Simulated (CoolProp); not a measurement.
Vapour-liquid equilibrium of toluene (1) + ethylbenzene (2) at 1.27 bar; x and y are mole fractions of (1).

Model: multi-fluid Helmholtz-energy mixture model, Lemmon 2006 and Zhou 2012; pair parameters Bell 2016, in CoolProp.

Give the bubble temperature and the first vapour's composition at x = 0.05, 0.15, 0.85. Is there an azeotrope?

x = 0.05: 416.1 K, y = 0.090; x = 0.15: 412.9 K, y = 0.247; x = 0.85: 395.1 K, y = 0.920. No azeotrope shows between x = 0.05 and 0.95.

The pair parameters rest on a limited set of measurements; away from them the model extrapolates.
